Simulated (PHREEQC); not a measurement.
A solution holds 0.05 mol/kgw NaOH and 0.00038 mol/kgw Na2SO4, at 25 °C. It is in equilibrium with CO2 at log p = 0 (atm). Otherwise closed; pH follows from the charge balance.

Computed with PHREEQC (Pitzer model, pitzer.dat).

This is a speciation only: nothing precipitates in the calculation.

**Question.** Predict the pH, osmotic coefficient.

**Answer.** pH 6.48; osmotic coefficient 0.969.

**Question.** In which forms is C present?

**Answer.** HCO3- 60 %, CO2 40 % of the C.

Complexes and solids missing from the database can't appear.
